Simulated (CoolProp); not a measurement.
R114 along the isobar 3.6 MPa: fugacity coefficient from the reference equation and from simpler models built on Tc = 147.5 °C, pc = 3.352 MPa, ω = 0.252; each cubic takes its own stable root.

Computed with CoolProp (reference Helmholtz-energy equation of state, Platzer 1990). This equation is an older, rougher fit; its heat capacities, sound speeds and derivatives of the liquid may be far off and weren't checked against measurements.

```json
[
 {"T (°C)": "87.75", "phase": "liquid", "reference": "0.2805", "van der Waals": "0.4306", "Peng-Robinson": "0.2749"},
 {"T (°C)": "96.95", "phase": "liquid", "reference": "0.3274", "van der Waals": "0.4666", "Peng-Robinson": "0.3212"},
 {"T (°C)": "106.25", "phase": "liquid", "reference": "0.3782", "van der Waals": "0.5034", "Peng-Robinson": "0.3713"},
 {"T (°C)": "115.55", "phase": "liquid", "reference": "0.4318", "van der Waals": "0.5402", "Peng-Robinson": "0.4240"},
 {"T (°C)": "124.85", "phase": "liquid", "reference": "0.4875", "van der Waals": "0.5769", "Peng-Robinson": "0.4785"},
 {"T (°C)": "134.05", "phase": "liquid", "reference": "0.5438", "van der Waals": "0.6124", "Peng-Robinson": "0.5329"},
 {"T (°C)": "143.35", "phase": "liquid", "reference": "0.6002", "van der Waals": "0.6471", "Peng-Robinson": "0.5866"},
 {"T (°C)": "152.65", "phase": "supercritical", "reference": "0.6510", "van der Waals": "0.6791", "Peng-Robinson": "0.6334"},
 {"T (°C)": "161.95", "phase": "supercritical", "reference": "0.6824", "van der Waals": "0.7025", "Peng-Robinson": "0.6630"},
 {"T (°C)": "171.15", "phase": "supercritical", "reference": "0.7072", "van der Waals": "0.7204", "Peng-Robinson": "0.6872"},
 {"T (°C)": "180.45", "phase": "supercritical", "reference": "0.7289", "van der Waals": "0.7363", "Peng-Robinson": "0.7087"},
 {"T (°C)": "189.75", "phase": "supercritical", "reference": "0.7483", "van der Waals": "0.7506", "Peng-Robinson": "0.7282"},
 {"T (°C)": "199.05", "phase": "supercritical", "reference": "0.7659", "van der Waals": "0.7637", "Peng-Robinson": "0.7459"},
 {"T (°C)": "208.25", "phase": "supercritical", "reference": "0.7817", "van der Waals": "0.7756", "Peng-Robinson": "0.7621"},
 {"T (°C)": "217.55", "phase": "supercritical", "reference": "0.7965", "van der Waals": "0.7868", "Peng-Robinson": "0.7772"},
 {"T (°C)": "226.85", "phase": "supercritical", "reference": "0.8101", "van der Waals": "0.7973", "Peng-Robinson": "0.7912"}
]
```
